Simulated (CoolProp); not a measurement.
Saturation properties of cyclopentane (Tc = 238.6 °C, pc = 4.583 MPa, ω = 0.202).

Values from CoolProp's reference Helmholtz-energy equation of state, Gedanitz 2015.

```json
[
 {"T (°C)": "59.95", "p (MPa)": "0.1422", "vapour density (kg/m³)": "3.770", "surface tension (mN/m)": "?", "liquid conductivity (mW/(m K))": "?"},
 {"T (°C)": "67.65", "p (MPa)": "0.1788", "vapour density (kg/m³)": "4.671", "surface tension (mN/m)": "16.0", "liquid conductivity (mW/(m K))": "?"},
 {"T (°C)": "75.35", "p (MPa)": "?", "vapour density (kg/m³)": "5.730", "surface tension (mN/m)": "15.0", "liquid conductivity (mW/(m K))": "108"},
 {"T (°C)": "83.05", "p (MPa)": "0.2732", "vapour density (kg/m³)": "6.967", "surface tension (mN/m)": "14.1", "liquid conductivity (mW/(m K))": "106"},
 {"T (°C)": "90.75", "p (MPa)": "0.3328", "vapour density (kg/m³)": "8.402", "surface tension (mN/m)": "13.1", "liquid conductivity (mW/(m K))": "103"},
 {"T (°C)": "98.45", "p (MPa)": "0.4016", "vapour density (kg/m³)": "?", "surface tension (mN/m)": "12.2", "liquid conductivity (mW/(m K))": "100"},
 {"T (°C)": "106.15", "p (MPa)": "0.4807", "vapour density (kg/m³)": "?", "surface tension (mN/m)": "11.3", "liquid conductivity (mW/(m K))": "98.0"},
 {"T (°C)": "113.85", "p (MPa)": "0.5709", "vapour density (kg/m³)": "14.14", "surface tension (mN/m)": "10.4", "liquid conductivity (mW/(m K))": "95.5"},
 {"T (°C)": "121.55", "p (MPa)": "?", "vapour density (kg/m³)": "16.62", "surface tension (mN/m)": "9.48", "liquid conductivity (mW/(m K))": "93.0"},
 {"T (°C)": "129.25", "p (MPa)": "0.7884", "vapour density (kg/m³)": "19.45", "surface tension (mN/m)": "8.62", "liquid conductivity (mW/(m K))": "90.6"}
]
```

Problem. What belongs in the gaps?

Solution. 
- 59.95, surface tension (mN/m): 17.0
- 59.95, liquid conductivity (mW/(m K)): 114
- 67.65, liquid conductivity (mW/(m K)): 111
- 75.35, p (MPa): 0.2222
- 98.45, vapour density (kg/m³): 10.06
- 106.15, vapour density (kg/m³): 11.96
- 121.55, p (MPa): 0.6731

It boils at 49.2 °C under 1 atm.

Thermal conductivity comes from a separate model (Vassiliou 2015). Surface tension comes from a separate correlation (Mulero 2014).
